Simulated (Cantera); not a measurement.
A closed system holds: 1 mol Si, 1.5 mol CO2, 31 mol H2, 0.0021 mol H2O, held at 1073 K and 0.000810 bar.

Method: chemical equilibrium by Gibbs-energy minimisation in Cantera with the NASA 1993 tables (ideal gas, pure condensed phases). Candidate condensed phases: C, C6H6, C7H8, C8H18, H2O, Si, SiC, SiO2; 123 gas species. The numbers say what is thermodynamically allowed, not how fast it happens.

Base state: H2 0.969, CO 0.0313, CH4 3.49e-5 (mole fractions); condensed: C(graphite) + SiO2(β-quartz).

Question: What changes in the equilibrium state with this change: Si replaced by Si3N4?

Answer: 
```csv
species,before,after
H2,0.969,0.939
CO,0.0313,0.0454
N2,0,0.0152
CH4,3.49e-5,3.23e-5
"C(graphite), mol",0.497,0
"SiO2(β-quartz), mol",1.000,0.00205
"Si2N2O(s), mol",0,1.50
```
Mutual solubility and eutectic melting of coexisting phases are not modelled. Further candidate phases: Si2N2O, Si3N4.
